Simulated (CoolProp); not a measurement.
A closed Brayton cycle with dry air: compressor inlet 325.15 K and 1.9 MPa, high pressure 5.67 MPa, turbine inlet 765 K, compressor efficiency 0.8, turbine efficiency 0.85, recuperator effectiveness 0.8 (on enthalpy, no pinch check). Each further row changes one setting.

Computed with CoolProp (reference Helmholtz-energy equation of state, Lemmon 2000). It is a pseudo-pure fit of the blend.

```
case                           thermal efficiency (%)  net work (kJ/kg)  compressor to turbine work  compressor exit (K)  turbine exit (K)
-----------------------------  ----------------------  ----------------  --------------------------  -------------------  ----------------
as stated                                        13.6              28.3                        0.84                473.7             599.4
turbine inlet 715 K                               ___              16.3                        0.90                473.7               ___
compressor inlet 335.15 K                        11.5               ___                        0.87                488.0             599.4
high pressure 4.82 MPa                            ___               ___                        0.80                  ___             621.4
recuperator effectiveness 0.5                     ___              28.3                        0.84                473.7             599.4
```

Q: What belongs in the gaps?

A: 
- turbine inlet 715 K, thermal efficiency (%): 8.7
- turbine inlet 715 K, turbine exit (K): 558.7
- compressor inlet 335.15 K, net work (kJ/kg): 23.5
- high pressure 4.82 MPa, thermal efficiency (%): 15.7
- high pressure 4.82 MPa, net work (kJ/kg): 30.4
- high pressure 4.82 MPa, compressor exit (K): 448.8
- recuperator effectiveness 0.5, thermal efficiency (%): 11.4
